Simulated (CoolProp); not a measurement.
Vapour-liquid equilibrium of R113 (1) + acetone (2) at 372 K; x and y are mole fractions of (1).

Values from CoolProp's multi-fluid Helmholtz-energy mixture model, Marx 1992 and Lemmon 2006; pair parameters Bell 2016.

| x | bubble pressure (MPa) | y at the bubble point | dew pressure at overall composition x (MPa) | liquid density (mol/L) |
|---|---|---|---|---|
| 0.05 | 0.3839 | 0.098 | 0.3728 | 11.60 |
| 0.125 | 0.4116 | ___ | 0.3904 | 11.08 |
| 0.2 | 0.4331 | 0.300 | 0.4087 | 10.60 |
| 0.275 | 0.4496 | ___ | 0.4270 | 10.16 |
| 0.35 | 0.4619 | 0.434 | 0.4447 | 9.752 |
| 0.425 | 0.4708 | 0.488 | 0.4603 | 9.375 |
| 0.5 | 0.4766 | 0.539 | 0.4723 | 9.027 |
| 0.575 | 0.4796 | 0.589 | 0.4790 | ___ |
| 0.65 | 0.4797 | 0.640 | 0.4794 | 8.411 |
| 0.725 | 0.4768 | 0.694 | 0.4738 | ___ |
| 0.8 | 0.4702 | 0.756 | 0.4637 | 7.891 |
| 0.875 | 0.4588 | 0.829 | ___ | 7.662 |
| 0.95 | 0.4413 | 0.921 | ___ | 7.453 |

Question: Fill in the missing entries.

Answer: 
- 0.125, y at the bubble point: 0.212
- 0.275, y at the bubble point: 0.372
- 0.575, liquid density (mol/L): 8.706
- 0.725, liquid density (mol/L): 8.140
- 0.875, dew pressure at overall composition x (MPa): 0.4504
- 0.95, dew pressure at overall composition x (MPa): 0.4354

y crosses x between x = 0.575 and 0.65: the model has an azeotrope there.

Pair parameters are fitted to limited data, so mixtures are less certain than the pure fluids.
